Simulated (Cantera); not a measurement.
What does this Cantera script print?

```python
import numpy as np
import cantera as ct

gas_names = [...]  # 139 gases of nasa_gas.yaml made of C, Cu, H, N, O
cond_names = """
    C(gr) C6H6(L) C7H8(L) C8H18(L),n-octa Cu(cr) Cu(L) CuO(s) CuO2H2(s) Cu2O(s) Cu2O(L) H2O(s) H2O(L)
""".split()


# ... load() reads the species with a 1 bar reference pressure and builds the phases ...
atoms = {
    'Cu2O': {'Cu': 2, 'O': 1},
    'CH4': {'C': 1, 'H': 4},
    'N2': {'N': 2},
}
top_T = {'C(gr)': 4500, 'CuO(s)': 1390}  # K; cautious upper limits of use, not melting points


# ... equilibrate(T, P, feed) seeds the gas with the atoms and calls Mixture.equilibrate('TP', solver="vcs", rtol=1e-11, max_steps=5000) ...
results = []
feed = {'Cu2O': 1, 'CH4': 1.5, 'N2': 0.28}  # mol
P = 180  # Pa
for T in [1550, 1625, 1700, 1775, 1850, 1925, 2000]:
    mix = equilibrate(T, P, feed)
    results.append((T, P, feed, dict(zip(mix.species_names, mix.species_moles))))
    x = sorted(zip(gas.X, gas.species_names), reverse=True)
    print(f"T = {T:g} K  P = {P:g} Pa  gas = {mix.phase_moles(0):.4g} mol")
    print("   x: " + "  ".join(f"{s} {v:.3e}" for v, s in x if v > 1e-06))
    print("   condensed (mol): " + ("  ".join(f"{mix.phase(i).name} {mix.phase_moles(i):.4g}"
          for i in range(1, mix.n_phases) if mix.phase_moles(i) > 1e-12) or "none"))
```

It prints:

```
T = 1550 K  P = 180 Pa  gas = 4.326 mol
   x: H2 6.930e-01  CO 2.312e-01  N2 6.457e-02  Cu 1.031e-02  H 6.180e-04  HCN 3.145e-04  C2H2,acetylene 1.112e-05  HNC 6.211e-06  Cu2 5.520e-06  CH4 1.757e-06
   condensed (mol): C(gr) 0.4985  Cu(L) 1.955
T = 1625 K  P = 180 Pa  gas = 4.424 mol
   x: H2 6.772e-01  CO 2.261e-01  N2 6.304e-02  Cu 3.175e-02  H 1.368e-03  HCN 4.925e-04  Cu2 2.608e-05  C2H2,acetylene 2.408e-05  HNC 1.209e-05  CH4 1.214e-06
   condensed (mol): C(gr) 0.4976  Cu(L) 1.859
T = 1700 K  P = 180 Pa  gas = 4.702 mol
   x: H2 6.362e-01  CO 2.127e-01  Cu 8.824e-02  N2 5.918e-02  H 2.770e-03  HCN 7.108e-04  Cu2 1.067e-04  C2H2,acetylene 4.670e-05  HNC 2.126e-05
   condensed (mol): C(gr) 0.4961  Cu(L) 1.584
T = 1775 K  P = 180 Pa  gas = 5.539 mol
   x: H2 5.386e-01  Cu 2.244e-01  CO 1.805e-01  N2 5.009e-02  H 5.007e-03  HCN 8.912e-04  Cu2 3.855e-04  C2H2,acetylene 7.669e-05  HNC 3.195e-05
   condensed (mol): C(gr) 0.494  Cu(L) 0.753
T = 1850 K  P = 180 Pa  gas = 6.305 mol
   x: H2 4.708e-01  Cu 3.163e-01  CO 1.586e-01  N2 4.383e-02  H 8.712e-03  HCN 1.118e-03  Cu2 4.484e-04  C2H2,acetylene 1.231e-04  HNC 4.732e-05
   condensed (mol): C(gr) 0.4911
T = 1925 K  P = 180 Pa  gas = 6.327 mol
   x: H2 4.655e-01  Cu 3.156e-01  CO 1.581e-01  N2 4.345e-02  H 1.537e-02  HCN 1.543e-03  Cu2 2.721e-04  C2H2,acetylene 2.131e-04  HNC 7.610e-05  CN 1.003e-06
   condensed (mol): C(gr) 0.487
T = 2000 K  P = 180 Pa  gas = 6.361 mol
   x: H2 4.572e-01  Cu 3.141e-01  CO 1.572e-01  N2 4.292e-02  H 2.592e-02  HCN 2.066e-03  C2H2,acetylene 3.512e-04  Cu2 1.704e-04  HNC 1.174e-04  CN 2.757e-06
   condensed (mol): C(gr) 0.4816
```

Method: chemical equilibrium by Gibbs-energy minimisation in Cantera with the NASA 1993 tables (ideal gas, pure condensed phases).
